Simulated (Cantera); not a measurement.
A perfectly stirred reactor is fed with H₂ : O₂ : N₂ = 1 : 0.568 : 2.14 (molar parts), at 2.00 bar; it is adiabatic with a 375 K inlet, and is followed from long to short residence time, starting on the burning branch (τ in s: 0.048, 0.019, 0.0075, 0.003, 0.0012, 0.00047, 0.00019, 7.4e-05, 3e-05, 1.2e-05).

Model: the H2/O2 subset of GRI-Mech 3.0, which has no nitrogen chemistry, integrated in Cantera.

x: mole fraction; the columns are a selection and need not sum to one.

```tsv
τ (s)	T (K)	x H₂	x O₂	x O	x H₂O₂	x H
0.048	2336	0.00410	0.0212	0.000682	3.05e-7	0.000575
0.019	2331	[?]	0.0213	[?]	3.10e-7	[?]
0.0075	2320	0.00543	0.0215	0.000893	3.21e-7	0.000877
0.0030	2298	0.00734	0.0221	0.00122	3.51e-7	0.00141
0.0012	2255	0.0107	0.0233	0.00188	4.16e-7	0.00262
0.00047	2185	0.0159	0.0253	0.00306	5.36e-7	0.00523
0.00019	2087	0.0222	0.0282	0.00480	7.39e-7	0.00987
7.4e-5	1950	0.0295	0.0323	0.00718	1.17e-6	0.0177
3.0e-5	1788	0.0371	0.0376	0.00947	2.17e-6	0.0283
1.2e-5	[?]	[?]	[?]	[?]	[?]	[?]
```

Problem. What belongs in the gaps?

Solution. 
- 0.019, x H₂: 0.00450
- 0.019, x O: 0.000744
- 0.019, x H: 0.000660
- 1.2e-5, T (K): 1592
- 1.2e-5, x H₂: 0.0506
- 1.2e-5, x O₂: 0.0471
- 1.2e-5, x O: 0.0104
- 1.2e-5, x H₂O₂: 4.84e-6
- 1.2e-5, x H: 0.0393
